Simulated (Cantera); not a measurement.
Input: 1 mol SiO₂, 4.6 mol HBr, 11 mol O₂, held at 1325 °C and 97.5 Torr.

Equilibrium computed with Cantera from the NASA thermochemical tables; the gas is ideal and each condensed phase is pure. Candidate condensed phases: Br₂, H₂O, Si, SiO₂; 28 gas species. The tables hold silica as quartz up to 1696 K and as liquid above; real silica turns to tridymite and cristobalite and melts near 1996 K. Gases not in the tables: Si(OH)₄. Equilibrium is a limit: real reactors are often held back by kinetics, nucleation or transport.

Base state: O₂ 0.614, Br 0.204, H₂O 0.125, HBr 0.0330, Br₂ 0.0228, OH 0.000424, O 3.08e-5 (mole fractions); condensed: SiO₂(β-quartz).

Q: What changes in the equilibrium state with this change: temperature from 1325 °C to 1250 °C?

A: 
```tsv
species	before	after
O₂	0.614	0.623
Br	0.204	0.180
H₂O	0.125	0.127
Br₂	0.0228	0.0371
HBr	0.0330	0.0326
O	3.08e-5	1.21e-5
OH	0.000424	0.000235
SiO₂(β-quartz), mol	1.00	1.00
```
